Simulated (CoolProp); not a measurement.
Saturated liquid density (kg/m³) of CH3F (R41): the reference equation beside estimates from Tc = 317.3 K, pc = 5906 kPa, ω = 0.200. Rackett uses Z = 0.29056 − 0.08775 ω.

The numbers come from the reference Helmholtz-energy equation of state, Lemmon 2006 in CoolProp. It is a short technical equation, of lower accuracy than the large ones.

```json
[
 {"T (K)": "165.5", "reference": "939.6", "Rackett": "799.0", "van der Waals": "493.4", "Redlich-Kwong": "731.6", "Peng-Robinson": "836.4"},
 {"T (K)": "167.7", "reference": "935.4", "Rackett": "795.5", "van der Waals": "491.4", "Redlich-Kwong": "728.3", "Peng-Robinson": "833.2"},
 {"T (K)": "169.9", "reference": "931.1", "Rackett": "792.0", "van der Waals": "489.4", "Redlich-Kwong": "724.9", "Peng-Robinson": "830.0"},
 {"T (K)": "172", "reference": "927.1", "Rackett": "788.7", "van der Waals": "487.5", "Redlich-Kwong": "721.6", "Peng-Robinson": "826.9"},
 {"T (K)": "174.2", "reference": "922.8", "Rackett": "785.1", "van der Waals": "485.4", "Redlich-Kwong": "718.2", "Peng-Robinson": "823.6"},
 {"T (K)": "176.4", "reference": "918.4", "Rackett": "781.5", "van der Waals": "483.3", "Redlich-Kwong": "714.7", "Peng-Robinson": "820.2"},
 {"T (K)": "178.5", "reference": "914.3", "Rackett": "778.1", "van der Waals": "481.3", "Redlich-Kwong": "711.3", "Peng-Robinson": "816.9"},
 {"T (K)": "180.7", "reference": "909.9", "Rackett": "774.5", "van der Waals": "479.2", "Redlich-Kwong": "707.7", "Peng-Robinson": "813.5"},
 {"T (K)": "182.9", "reference": "905.5", "Rackett": "770.8", "van der Waals": "477.1", "Redlich-Kwong": "704.1", "Peng-Robinson": "809.9"},
 {"T (K)": "185.1", "reference": "901.1", "Rackett": "767.1", "van der Waals": "474.9", "Redlich-Kwong": "700.4", "Peng-Robinson": "806.3"},
 {"T (K)": "187.2", "reference": "896.8", "Rackett": "763.6", "van der Waals": "472.8", "Redlich-Kwong": "696.8", "Peng-Robinson": "802.8"},
 {"T (K)": "189.4", "reference": "892.3", "Rackett": "759.9", "van der Waals": "470.7", "Redlich-Kwong": "693.1", "Peng-Robinson": "799.1"},
 {"T (K)": "191.6", "reference": "887.8", "Rackett": "756.1", "van der Waals": "468.4", "Redlich-Kwong": "689.2", "Peng-Robinson": "795.4"}
]
```

Absolute difference from the reference over all 13 rows, mean and median: Rackett 14.9 and 14.9 %, van der Waals 47.4 and 47.4 %, Redlich-Kwong 22.2 and 22.2 %, Peng-Robinson 10.7 and 10.7 %.
